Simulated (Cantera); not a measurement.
What does this Cantera script print?

```python
import numpy as np
import cantera as ct

gas = ct.Solution("gri30.yaml")
gas.TPX = 1650, 31000, {'CH4': 0.017, 'H2': 1}
reactor = ct.IdealGasConstPressureReactor(gas, energy="off", clone=False)
net = ct.ReactorNet([reactor])
net.rtol, net.atol = 1e-08, 1e-18
show = ['CH4', 'H2', 'C2H4', 'C2H2', 'C2H6']
times = np.geomspace(4e-05, 2, 14)

steps = ct.SolutionArray(gas, extra=["t"])
rows = []
print(f"{'t/s':>10s}{'T/K':>9s}{'P/Pa':>11s}" + "".join(f"{s:>11s}" for s in show))
for t in times:
    while net.time < t:
        t_next = net.step()
        steps.append(gas.state, t=t_next)
    rows.append([np.interp(t, steps.t, y) for y in (steps.T, steps.P, *steps(*show).X.T)])
    print(f"{t:10.3e}{rows[-1][0]:9.1f}{rows[-1][1]:11.4g}" + "".join(f"{x:11.3e}" for x in rows[-1][2:]))
rate = np.gradient(steps.T, steps.t)
print("integrator steps:", len(steps.t))
if steps.T.max() > steps.T[0] + 200:
    print(f"time of steepest temperature rise: {steps.t[rate.argmax()]:.4e} s")
gas.TPX = 1650, 31000, {'CH4': 0.017, 'H2': 1}
gas.equilibrate("TP")
print(f"equilibrium (TP): T = {gas.T:.1f} K  " + "  ".join(f"{s} {gas[s].X[0]:.3e}" for s in show))
```

Result:

```
       t/s      T/K       P/Pa        CH4         H2       C2H4       C2H2       C2H6
 4.000e-05   1650.0    3.1e+04  1.671e-02  9.833e-01  1.115e-11  9.208e-15  2.815e-11
 9.194e-05   1650.0    3.1e+04  1.671e-02  9.833e-01  1.334e-10  2.759e-13  3.045e-10
 2.113e-04   1650.0    3.1e+04  1.671e-02  9.833e-01  1.628e-09  9.185e-12  3.156e-09
 4.858e-04   1650.0    3.1e+04  1.670e-02  9.833e-01  2.092e-08  3.674e-10  2.806e-08
 1.117e-03   1650.0    3.1e+04  1.669e-02  9.832e-01  2.788e-07  1.793e-08  1.735e-07
 2.567e-03   1650.0    3.1e+04  1.666e-02  9.832e-01  2.667e-06  7.362e-07  5.580e-07
 5.900e-03   1650.0    3.1e+04  1.662e-02  9.832e-01  9.017e-06  1.106e-05  8.171e-07
 1.356e-02   1650.0    3.1e+04  1.653e-02  9.832e-01  1.192e-05  5.314e-05  8.293e-07
 3.117e-02   1650.0    3.1e+04  1.632e-02  9.833e-01  1.388e-05  1.532e-04  8.102e-07
 7.165e-02   1650.0    3.1e+04  1.586e-02  9.835e-01  1.814e-05  3.736e-04  7.687e-07
 1.647e-01   1650.0    3.1e+04  1.491e-02  9.840e-01  2.710e-05  8.351e-04  6.858e-07
 3.785e-01   1650.0    3.1e+04  1.312e-02  9.849e-01  4.416e-05  1.703e-03  5.435e-07
 8.701e-01   1650.0    3.1e+04  1.035e-02  9.863e-01  7.097e-05  3.041e-03  3.603e-07
 2.000e+00   1650.0    3.1e+04  7.284e-03  9.879e-01  1.015e-04  4.525e-03  2.089e-07
integrator steps: 533
equilibrium (TP): T = 1650.0 K  CH4 4.550e-03  H2 9.893e-01  C2H4 1.293e-04  C2H2 5.846e-03  C2H6 1.214e-07
```

Computed with Cantera and GRI-Mech 3.0 (53 species, 325 reactions). GRI-Mech 3.0 stops at C3 and has no aromatics, soot or wall deposition, so with more carbon than oxygen in the feed, carbon stays in small species such as C2H2 where larger ones or solid carbon would form.
